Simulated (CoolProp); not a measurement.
Model: reference Helmholtz-energy equation of state, Lemmon 2016, in CoolProp.

For R115, give the phase and the density (kg/m³), fugacity coefficient at 156.05 °C and 3.4 MPa; 226.85 °C and 3.4 MPa.


- 156.05 °C and 3.4 MPa: supercritical; density 184, fugacity coefficient 0.826
- 226.85 °C and 3.4 MPa: supercritical; density 140, fugacity coefficient 0.904
